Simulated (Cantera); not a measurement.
A closed system holds: 1 mol Si, 1 mol HBr, 3.8 mol N2, held at 3.10 Pa.

Equilibrium computed with Cantera from the NASA thermochemical tables; the gas is ideal and each condensed phase is pure. Candidate condensed phases: Br2, Si, Si3N4; 28 gas species. N2 is the only nitrogen source here; it is nearly inert below about 1500 K, so the nitride shown seldom forms there in practice. The tables' values for SiBr, SiBr3, SiN are old estimates; treat these amounts as uncertain. Equilibrium is a limit: real reactors are often held back by kinetics, nucleation or transport.

x: gas mole fraction; n: condensed amount in mol.

```json
[
 {"T (K)": "700", "x N2": "0.766", "x HBr": "0.207", "x Br": "4.39e-7", "x H2": "0.0179", "x SiBr2": "1.74e-10", "x Si": "<1e-12", "n Si3N4(s)": "0.321", "n Si(s)": "0", "n Si(l)": "0"},
 {"T (K)": "800", "x N2": "0.766", "x HBr": "0.209", "x Br": "1.17e-5", "x H2": "0.0167", "x SiBr2": "6.43e-8", "x Si": "<1e-12", "n Si3N4(s)": "0.322", "n Si(s)": "0", "n Si(l)": "0"},
 {"T (K)": "900", "x N2": "0.765", "x HBr": "0.211", "x Br": "0.000152", "x H2": "0.0160", "x SiBr2": "6.31e-6", "x Si": "<1e-12", "n Si3N4(s)": "0.322", "n Si(s)": "0", "n Si(l)": "0"},
 {"T (K)": "1000", "x N2": "0.764", "x HBr": "0.211", "x Br": "0.00117", "x H2": "0.0157", "x SiBr2": "0.000240", "x Si": "<1e-12", "n Si3N4(s)": "0.323", "n Si(s)": "0", "n Si(l)": "0"},
 {"T (K)": "1100", "x N2": "0.761", "x HBr": "0.206", "x Br": "___", "x H2": "___", "x SiBr2": "___", "x Si": "<1e-12", "n Si3N4(s)": "0.320", "n Si(s)": "0", "n Si(l)": "0"},
 {"T (K)": "1200", "x N2": "0.757", "x HBr": "0.177", "x Br": "0.0151", "x H2": "0.0298", "x SiBr2": "0.0198", "x Si": "5.10e-10", "n Si3N4(s)": "0.304", "n Si(s)": "0", "n Si(l)": "0"},
 {"T (K)": "1300", "x N2": "0.755", "x HBr": "0.123", "x Br": "0.0253", "x H2": "0.0544", "x SiBr2": "0.0413", "x Si": "1.07e-7", "n Si3N4(s)": "0.274", "n Si(s)": "0", "n Si(l)": "0"},
 {"T (K)": "1400", "x N2": "0.754", "x HBr": "0.0733", "x Br": "0.0347", "x H2": "0.0772", "x SiBr2": "0.0598", "x Si": "1.04e-5", "n Si3N4(s)": "0.246", "n Si(s)": "0", "n Si(l)": "0"},
 {"T (K)": "1500", "x N2": "0.772", "x HBr": "0.0427", "x Br": "0.0480", "x H2": "0.0798", "x SiBr2": "0.0557", "x Si": "0.000339", "n Si3N4(s)": "0", "n Si(s)": "0.719", "n Si(l)": "0"},
 {"T (K)": "1600", "x N2": "0.754", "x HBr": "___", "x Br": "___", "x H2": "0.0807", "x SiBr2": "___", "x Si": "___", "n Si3N4(s)": "0", "n Si(s)": "0.773", "n Si(l)": "0"},
 {"T (K)": "1700", "x N2": "0.722", "x HBr": "0.0243", "x Br": "0.118", "x H2": "0.0791", "x SiBr2": "0.0211", "x Si": "0.0219", "n Si3N4(s)": "0", "n Si(s)": "0", "n Si(l)": "0.740"}
]
```

**Question.** Complete the blanks.

**Answer.** 
- 1100, x Br: 0.00571
- 1100, x H2: 0.0174
- 1100, x SiBr2: 0.00395
- 1600, x HBr: 0.0343
- 1600, x Br: 0.0832
- 1600, x SiBr2: 0.0391
- 1600, x Si: 0.00315
